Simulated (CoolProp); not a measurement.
The numbers come from the reference Helmholtz-energy equation of state, Thol 2016 in CoolProp.

Task: For hexamethyldisiloxane (MM), give the phase and the cv (kJ/(kg K)) at 593.2 K and 0.0916 bar; 593.2 K and 0.624 bar; 593.2 K and 29 bar.

Result: 
- 593.2 K and 0.0916 bar: gas; cv 2.16
- 593.2 K and 0.624 bar: gas; cv 2.16
- 593.2 K and 29 bar: supercritical; cv 2.22
